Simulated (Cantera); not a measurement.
Gas mixture: 100 % N₂O, at 10.0 bar, frozen composition.

Cantera's kinetic-theory transport with the Lennard-Jones parameters of GRI-Mech 3.0, ideal gas; thermal conductivity in the multicomponent form. The composition is frozen, though it would react at the higher temperatures.

One state of this run: ρ (kg/m³) = 8.14; cp (J/kg/K) = 1127; μ (µPa s) = 29.1; λ (mW/m/K) = 44.1; Pr = 0.744; D (cm²/s) H = 0.400; D (cm²/s) OH = 0.0968; D (cm²/s) N₂ = 0.0625. D: mixture-averaged diffusion coefficient of that species in the mixture.

Question: Which value of T (K) does it belong to?
(A) 1650
(B) 650
(C) 400
(D) 900

Answer: B, 650
